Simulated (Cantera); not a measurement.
A closed system holds: 1 mol Si3N4, 17 mol NF3, 79 mol N2, equilibrated at 0.00133 bar.

Cantera equilibrium calculation (NASA polynomials, part measured and part estimated; ideal gas, pure solids and liquids). Candidate condensed phases: Si, Si3N4; 16 gas species. Kinetics and transport are ignored. All values below are at 1725 K.

Base state: N2 0.681, F 0.297, SiF4 0.0228 (mole fractions); condensed: gas only.

Q: What changes in the equilibrium state with this change: NF3 from 17 to 3.8 mol?

A: 
```json
[
 {"species": "N2", "before": "0.681", "after": "0.965"},
 {"species": "SiF4", "before": "0.0228", "after": "0.0284"},
 {"species": "SiF3", "before": "5.25e-9", "after": "0.00597"},
 {"species": "F", "before": "0.297", "after": "3.25e-7"},
 {"species": "SiF2", "before": "<1e-9", "after": "0.000506"}
]
```
The tables' values for SiF3, SiF2 are old estimates; treat these amounts as uncertain.
